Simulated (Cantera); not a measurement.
An isothermal plug-flow reactor at 648 K and 0.970 bar (inlet), inlet velocity 1.6 m/s, active area per volume 950 1/m; feed H2 : O2 : N2 : H2O = 0.0029 : 0.15 : 0.79 : 0.057 (molar parts), equivalence ratio 0.0097.

Model: Deutschmann's 1995 Pt surface mechanism with GRI-Mech 3.0 gas chemistry, integrated in Cantera. Catalytic surfaces can have several steady states; this one follows from the mechanism file's or the stated starting coverage. Mass transfer to the wall is taken as infinitely fast.

One state of this run: x H2 = 0.00264; x O2 = 0.150; x H2O = 0.0573; θ free Pt = 0.0304; θ O* = 0.958; θ OH* = 0.0116. x: gas mole fraction; θ: surface coverage.

Q: Which value of z (m) does it belong to?
(A) 0.00016
(B) 0.008
(C) 0.0011
(D) 0.0042

A: A, 0.00016
